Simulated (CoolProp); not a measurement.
Hydrogen chloride at 434.19 K and 0.318 MPa is throttled through a valve to 0.181 MPa with no heat exchange. Each further row changes one setting.

The numbers come from the reference Helmholtz-energy equation of state, Thol 2018 in CoolProp.

| case | temperature change (K) | final density (kg/m³) |
|---|---|---|
| as stated | -1.0 | 1.84 |
| outlet pressure 0.0543 MPa | -1.9 | 0.551 |
| outlet pressure 0.235 MPa | -0.6 | 2.39 |
